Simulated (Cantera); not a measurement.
## Diamond growth

A diamond (100) surface in a fixed gas of H2 with x(CH4) = 0.024, x(H) = 0.00021, x(CH3) = 0.00043, at 1025 K; coverages are run to steady state.

Cantera simulation using the Harris–Goodwin 1993 mechanism for the reconstructed diamond (100) surface; the numbers are that mechanism's predictions, not measurements.

```csv
P (Pa),growth (µm/h),θ c6HH,θ c6H*,θ c6*H,θ c6**,θ c6HM
1500,0.426,0.511,0.0166,0.318,0.00483,0.104
2400,0.905,0.479,0.0155,0.297,0.00451,0.143
4000,1.96,0.441,0.0142,0.272,0.00413,0.190
6600,3.96,0.404,0.0130,0.248,0.00376,0.235
11000,7.67,0.370,0.0118,0.226,0.00343,0.276
18000,13.9,0.345,0.0110,0.209,0.00318,0.307
29000,23.9,0.327,0.0103,0.197,0.00300,0.329
48000,41.5,0.314,0.00989,0.189,0.00287,0.345
```
θ: site fractions in the mechanism's names (c6HH fully hydrogenated, c6H* and c6*H radical sites, c6** diradical, c6HM methylated).
